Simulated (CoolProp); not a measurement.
Model: reference Helmholtz-energy equation of state, Akasaka 2023, in CoolProp.

Q: For R1224YDZ, give the phase and the density (kg/m³), cp (kJ/(kg K)), isothermal compressibility (1/MPa), expansivity (1/kK) at 411.6 K and 3.69 MPa; 419.8 K and 3.69 MPa; 423.9 K and 3.69 MPa.

A: 
- 411.6 K and 3.69 MPa: liquid; density 955, cp 1.58, isothermal compressibility 0.0331, expansivity 6.82
- 419.8 K and 3.69 MPa: liquid; density 895, cp 1.74, isothermal compressibility 0.0565, expansivity 9.50
- 423.9 K and 3.69 MPa: liquid; density 856, cp 1.90, isothermal compressibility 0.0835, expansivity 12.3
